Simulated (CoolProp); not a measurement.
Isobutene along the isobar 57.1 bar: fugacity coefficient from the reference equation and from simpler models built on Tc = 418.1 K, pc = 40.16 bar, ω = 0.193; each cubic takes its own stable root.

The numbers come from the reference Helmholtz-energy equation of state, Lemmon 2005 in CoolProp. It is a short technical equation, of lower accuracy than the large ones.

```
T (K)          phase  reference
-----  -------------  ---------
139.8         liquid   6.632e-7
184.8         liquid  0.0001800
229.9         liquid   0.004185
274.9         liquid    0.02922
319.9         liquid     0.1051
364.9         liquid     0.2516
410           liquid     0.4576
455    supercritical     0.6487
```

**Question.** How far does each simpler model (van der Waals, Redlich-Kwong, Peng-Robinson) lie from the reference over these 8 states: mean and median of the absolute difference, and the worst?

**Answer.** 
- van der Waals: mean 25083.6 %, median 224.4 %, worst +192149.7 % at 139.8 K and 57.1 bar
- Redlich-Kwong: mean 37.1 %, median 36.6 %, worst +84.1 % at 184.8 K and 57.1 bar
- Peng-Robinson: mean 7.6 %, median 1.4 %, worst +43.4 % at 139.8 K and 57.1 bar
